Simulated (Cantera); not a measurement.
Charge: 1 mol Fe, 1.9 mol NH₃, 270 mol N₂, 0.87 mol O₂, equilibrated at 1302 °C and 1 atm.

These are equilibrium values from Cantera (NASA tables, ideal gas, pure condensed phases), not measurements of a reactor. Candidate condensed phases: Fe, FeO, Fe(OH)₂, Fe(OH)₃, Fe₂O₃, Fe₃O₄, H₂O; 27 gas species. Mutual solubility and eutectic melting of coexisting phases are not modelled. The tables' stoichiometric FeO is somewhat more stable than real wüstite, so its field is too wide. FeO: taken at fixed stoichiometry. Equilibrium is a limit: real reactors are often held back by kinetics, nucleation or transport.

Base state: N₂ 0.990, H₂ 0.00718, H₂O 0.00322 (mole fractions); condensed: Fe(γ) + FeO(s).

Task: What changes in the equilibrium state with this change: Fe replaced by Pb?

Result: 
```tsv
species	before	after
N₂	0.990	0.986
H₂O	0.00322	0.00633
H₂	0.00718	0.00404
Pb	0	0.00364
Fe(γ), mol	0.142	0
FeO(s), mol	0.858	0
```
Further candidate phases: Pb, PbO, PbO₂, Pb₃O₄.

Task: What changes in the equilibrium state with this change: temperature from 1302 °C to 725 °C?

Result: 
```json
[
 {"species": "N₂", "before": "0.990", "after": "0.990"},
 {"species": "H₂", "before": "0.00718", "after": "0.00771"},
 {"species": "H₂O", "before": "0.00322", "after": "0.00270"},
 {"species": "Fe(γ), mol", "before": "0.142", "after": "0"},
 {"species": "FeO(s), mol", "before": "0.858", "after": "1.00"}
]
```
